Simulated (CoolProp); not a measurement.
Aqueous ammonia as a coolant, 3 % by mass, freezing at -3.5 °C, 1 atm.

Computed with CoolProp (Melinder's fits for secondary coolants).

| T (°C) | conductivity (W/(m K)) | density (kg/m³) | cp (kJ/(kg K)) | viscosity (mPa s) |
|---|---|---|---|---|
| -1.1 | 0.533 | 987.9 | 4.216 | 2.03 |
| 2.5 | 0.543 | 987.8 | 4.209 | 1.77 |
| 6.2 | 0.551 | 987.6 | 4.202 | 1.56 |
| 9.8 | 0.558 | 987.2 | 4.196 | 1.40 |
| 13.5 | 0.564 | 986.6 | 4.190 | 1.27 |
| 17.1 | 0.570 | 985.9 | 4.186 | 1.16 |
| 20.7 | 0.576 | 985.0 | 4.183 | 1.06 |
